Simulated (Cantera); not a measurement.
Hydrocarbon pyrolysis for carbon deposition

An isothermal, constant-pressure homogeneous reactor starts with CH4 : N2 = 1 : 9.6 (molar parts), at 1773 K and 750 Torr.

Computed with Cantera and GRI-Mech 3.0 (53 species, 325 reactions). GRI-Mech 3.0 stops at C3 and has no aromatics, soot or wall deposition, so with more carbon than oxygen in the feed, carbon stays in small species such as C2H2 where larger ones or solid carbon would form.

```tsv
t (s)	x CH4	x C2H6	x C2H4	x H2	x C2H2	x CH3
4.00e-5	0.0941	3.15e-6	3.00e-6	0.000118	1.71e-8	0.000219
0.000126	0.0934	5.26e-5	8.11e-5	0.000521	1.94e-6	0.000599
0.000400	0.0892	0.000325	0.00132	0.00414	0.000177	0.00125
0.00126	0.0699	0.000314	0.00461	0.0278	0.00587	0.00121
0.00400	0.0437	8.71e-5	0.00128	0.0675	0.0215	0.000666
0.0126	0.0209	1.84e-5	0.000312	0.100	0.0331	0.000317
0.0400	0.00763	2.50e-6	0.000159	0.119	0.0394	0.000119
0.126	0.00248	2.79e-7	0.000150	0.126	0.0418	3.97e-5
0.400	0.000940	4.84e-8	0.000153	0.128	0.0425	1.52e-5
1.26	0.000674	2.96e-8	0.000153	0.128	0.0426	1.09e-5
4.00	0.000670	2.94e-8	0.000153	0.128	0.0426	1.08e-5
```
x: mole fraction; the columns are a selection and need not sum to one.

Equilibrium at this temperature and pressure: CH4 0.000366, C2H6 8.74e-9, C2H4 4.54e-5, H2 0.129, C2H2 0.0126, CH3 5.90e-6 (gas phase only).
